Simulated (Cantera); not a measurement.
An isothermal, constant-pressure homogeneous reactor starts with 2.06 % H2, 97.9 % O2, equivalence ratio 0.011, at 1098 K and 0.975 Torr.

Detailed kinetics in Cantera: GRI-Mech 3.0 (53 species, 325 reactions). Radical loss at walls, strong at low pressure, is not modelled.

One state of this run: x H2 = 3.87e-5; x O2 = 0.975; x H2O = 0.0203; x OH = 0.000530; x H2O2 = 3.79e-9; x HO2 = 1.43e-7; x O = 0.00346. x: mole fraction; the columns are a selection and need not sum to one.

Question: Which value of t (s) does it belong to?
(A) 11.5
(B) 0.0326
(C) 0.00173
(D) 0.000400

Answer: A, 11.5
